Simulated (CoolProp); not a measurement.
Propylene along the isobar 217 bar: density (kg/m³) from the reference equation and from simpler models built on Tc = 364.2 K, pc = 45.55 bar, ω = 0.146; each cubic takes its own stable root.

The numbers come from the reference Helmholtz-energy equation of state, Lemmon 2013 in CoolProp.

| T (K) | phase | reference | van der Waals | Peng-Robinson |
|---|---|---|---|---|
| 283.9 | liquid | 568.5 | 389.2 | 608.5 |
| 300.8 | liquid | 549.4 | 380.8 | 586.9 |
| 317.6 | liquid | 529.8 | 372.2 | 564.1 |
| 334.5 | liquid | 509.4 | 363.3 | 539.7 |
| 351.3 | liquid | 488.3 | 354.3 | 514.2 |
| 368.2 | supercritical | 466.4 | 345.1 | 487.2 |
| 385 | supercritical | 443.8 | 335.7 | 459.5 |
| 401.8 | supercritical | 420.4 | 326.0 | 431.1 |
| 418.7 | supercritical | 396.3 | 316.2 | 402.6 |
| 435.5 | supercritical | 372.2 | 306.3 | 374.9 |
| 452.4 | supercritical | 348.1 | 296.2 | 348.3 |
| 469.2 | supercritical | 325.0 | 286.0 | 323.7 |
| 486.1 | supercritical | 303.2 | 275.8 | 301.2 |
| 502.9 | supercritical | 283.3 | 265.8 | 281.1 |
| 519.8 | supercritical | 265.3 | 255.8 | 263.2 |
| 536.6 | supercritical | 249.3 | 246.0 | 247.5 |
